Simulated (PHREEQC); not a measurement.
Consider water at 75 °C with 16 mmol/kgw HF and 0.29 mmol/kgw CsF. Closed to the air; pH follows from the charge balance.

Computed with PHREEQC (ion-association model, wateq4f.dat).

- pH = 2.75
- ionic strength = 0.00218 mol/kgw
- total alkalinity = -16.0 meq/kg

| species | molality | activity | log γ |
|---|---|---|---|
| HF | 0.0138 | 0.0139 | 0.000 |
| F- | 0.00205 | 0.00194 | -0.025 |
| H+ | 0.00189 | 0.00179 | -0.023 |
| Cs+ | 0.000290 | 0.000274 | -0.025 |
| HF2- | 0.000123 | 0.000116 | -0.025 |
| H2F2 | 7.04e-5 | 7.05e-5 | 0.000 |

No solid was allowed to form. Species that the database lacks are ignored. Away from 25 °C the constants follow the database's enthalpies or fits; those with neither stay at their 25 °C values.
